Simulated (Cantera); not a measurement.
## N2O furnace oxynitridation

An isothermal, constant-pressure homogeneous reactor starts with 12.8 % N2O, 80.9 % N2, 6.29 % H2O, at 1250 K and 64000 Pa.

Model: GRI-Mech 3.0 (53 species, 325 reactions), integrated in Cantera. GRI-Mech 3.0 was tuned for natural gas; its chemistry of N2O as a main component is partial and can be far from experiment. The mechanism lacks the step 2 NO + O2 → 2 NO2, which can matter for NO2 below about 1400 K. The temperature is held fixed by assumption; the heat of reaction is taken as removed at once.

| t (s) | x N2O | x O | x NO | x NO2 | x N2 |
|---|---|---|---|---|---|
| 2.00e-6 | 0.128 | 1.54e-7 | 6.40e-10 | <1e-12 | 0.809 |
| 1.03e-5 | 0.128 | 7.15e-7 | 1.58e-8 | <1e-12 | 0.809 |
| 5.32e-5 | 0.128 | 2.29e-6 | 3.06e-7 | 2.99e-12 | 0.809 |
| 0.000274 | 0.128 | 3.07e-6 | 2.98e-6 | 1.53e-9 | 0.809 |
| 0.00141 | 0.128 | 3.44e-6 | 1.83e-5 | 3.09e-7 | 0.809 |
| 0.00729 | 0.127 | 3.51e-6 | 9.97e-5 | 5.73e-6 | 0.809 |
| 0.0376 | 0.122 | 3.45e-6 | 0.000502 | 3.20e-5 | 0.812 |
| 0.194 | 0.100 | 3.21e-6 | 0.00230 | 7.34e-5 | 0.823 |
| 1.00 | 0.0399 | 2.24e-6 | 0.00681 | 8.08e-5 | 0.855 |
x: mole fraction; the columns are a selection and need not sum to one.

Equilibrium at this temperature and pressure: N2O 9.24e-9, O 2.14e-8, NO 0.000161, NO2 9.20e-7, N2 0.880 (gas phase only).
